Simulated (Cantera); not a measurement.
# Equilibrium for hydrogen reduction and annealing atmospheres: NiS + H2 + N2

Charge: 1 mol NiS, 2.7 mol H2, 7.1 mol N2, equilibrated at 1.60 mbar.

Equilibrium computed with Cantera from the NASA thermochemical tables; the gas is ideal and each condensed phase is pure. Candidate condensed phases: Ni, NiS, NiS2, Ni3S2, Ni3S4, S; 17 gas species. Metal and sulfide melt together well below either melting point, which pure phases cannot show. Mutual solubility and eutectic melting of coexisting phases are not modelled. Gases not in the tables: S3 to S7. Kinetics and transport are ignored.

```tsv
T (K)	log p N2	log p H2	log p Ni	log p S2	log p H2S	log p H	log p S	log p NiS	n Ni3S2(s)	n Ni3S2(l)	n Ni(s)	n Ni(l)
798	-2.94	-3.41	<-14	-8.33	-4.26	-13.28	<-14	<-14	0.333	0	0	0
998	-2.94	-3.41	<-14	-6.02	-4.28	-10.37	-11.19	-14.04	0.333	0	0	0
1198	-2.94	-3.39	-11.69	-4.94	-4.51	-8.42	-8.77	-10.61	0	0.333	0	0
1398	-2.94	-3.37	-8.64	-4.69	-4.93	-7.01	-7.29	-8.31	0	0.333	0	0
1598	-2.95	-3.37	-6.39	-4.46	-5.24	-5.96	-6.16	-6.60	0	0.251	0.243	0
1798	-2.96	-3.39	-4.89	-4.18	-5.44	-5.15	-5.22	-5.47	0	0	0	0.894
1998	-3.00	-3.45	-3.89	-4.32	-5.83	-4.52	-4.66	-4.95	0	0	0	0
```
log p: log10 of the partial pressure in bar; n: condensed amount in mol.

From 798 K to 998 K the condensed part is Ni3S2(s). From 1198 K to 1398 K the condensed part is Ni3S2(l). At 1598 K the condensed part is Ni(s) + Ni3S2(l). At 1798 K the condensed part is Ni(l). At 1998 K nothing is condensed.
